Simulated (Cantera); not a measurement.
Charge: 1 mol Si₂H₆, 3 mol HCl, 72 mol N₂, held at 998.15 K and 34.0 mbar.

Method: chemical equilibrium by Gibbs-energy minimisation in Cantera with the NASA 1993 tables (ideal gas, pure condensed phases). Candidate condensed phases: NH₄Cl, Si, Si₃N₄; 28 gas species. The feed counts by its element totals alone. N₂ is the only nitrogen source here; it is nearly inert below about 1500 K, so the nitride shown seldom forms there in practice. Equilibrium is a limit: real reactors are often held back by kinetics, nucleation or transport.

Question: What is the equilibrium state?

Answer: 
```json
{
  "x(N₂)": "0.922",
  "x(H₂)": "0.0394",
  "x(HCl)": "0.0385",
  "x(SiCl₄)": "0.000147",
  "x(SiHCl₃)": "1.04e-6",
  "n(Si₃N₄(s))": "0.663 mol",
  "gas_amount": "76.66 mol",
  "log10 activity of Si(s) (absent)": "-6.21"
}
```
